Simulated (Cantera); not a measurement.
A closed system holds: 1 mol Cu, 0.018 mol H2O, 6.2 mol CO, equilibrated at 1575 K and 10.0 mbar.

Equilibrium computed with Cantera from the NASA thermochemical tables; the gas is ideal and each condensed phase is pure. Candidate condensed phases: C, C6H6, C7H8, C8H18, Cu, CuO, Cu(OH)2, Cu2O, H2O; 113 gas species. Kinetics and transport are ignored.

Base state: CO 0.992, CO2 0.00286, H2 0.00285, Cu 0.00273, H2O 2.39e-5, H 2.22e-5 (mole fractions); condensed: Cu(l).

### Question
What changes in the equilibrium state with this change: 0.013 mol CH4 added?

### Answer
```json
[
 {"species": "CO", "before": "0.992", "after": "0.989"},
 {"species": "H2", "before": "0.00285", "after": "0.00698"},
 {"species": "Cu", "before": "0.00273", "after": "0.00273"},
 {"species": "CO2", "before": "0.00286", "after": "0.000781"},
 {"species": "H", "before": "2.22e-5", "after": "3.47e-5"},
 {"species": "H2O", "before": "2.39e-5", "after": "1.60e-5"},
 {"species": "Cu(l), mol", "before": "0.983", "after": "0.983"}
]
```
